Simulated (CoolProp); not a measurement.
R152A at 293.15 K and 0.877 MPa flows at 1.7 m/s in a round tube of 6 mm bore and 15 µm roughness, fully developed (64/Re and Nu = 3.66 if laminar; Colebrook and Gnielinski if turbulent). Each further row changes one setting.

Values from CoolProp's reference Helmholtz-energy equation of state, Outcalt 1996. It is a modified Benedict-Webb-Rubin equation, recast in Helmholtz form.

```json
[
 {"case": "as stated", "Reynolds number": "54200", "Darcy friction factor": "0.0274", "pressure drop (Pa/m)": "6030", "heat-transfer coefficient (W/(m² K))": "5190", "mass flow (kg/h)": "158"},
 {"case": "velocity 3.4 m/s", "Reynolds number": "108000", "Darcy friction factor": "0.0262", "pressure drop (Pa/m)": "23100", "heat-transfer coefficient (W/(m² K))": "10100", "mass flow (kg/h)": "316"},
 {"case": "diameter 12 mm", "Reynolds number": "108000", "Darcy friction factor": "0.0228", "pressure drop (Pa/m)": "2510", "heat-transfer coefficient (W/(m² K))": "4540", "mass flow (kg/h)": "632"}
]
```

Viscosity comes from a separate model (Bell 2016), an estimate that may be off by 10 % or more. Thermal conductivity comes from a separate model (Krauss 1996).
